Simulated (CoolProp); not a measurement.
Computed with CoolProp (reference Helmholtz-energy equation of state, Eisenbach 2021).

**Question.** For propylene glycol, give the phase and the cv (kJ/(kg K)), Joule-Thomson coefficient (K/MPa) at 346.85 °C and 0.846 bar; 346.85 °C and 1.24 bar; 346.85 °C and 1.82 bar.

**Answer.** 
- 346.85 °C and 0.846 bar: gas; cv 2.89, Joule-Thomson coefficient 5.69
- 346.85 °C and 1.24 bar: gas; cv 2.89, Joule-Thomson coefficient 5.72
- 346.85 °C and 1.82 bar: gas; cv 2.89, Joule-Thomson coefficient 5.76
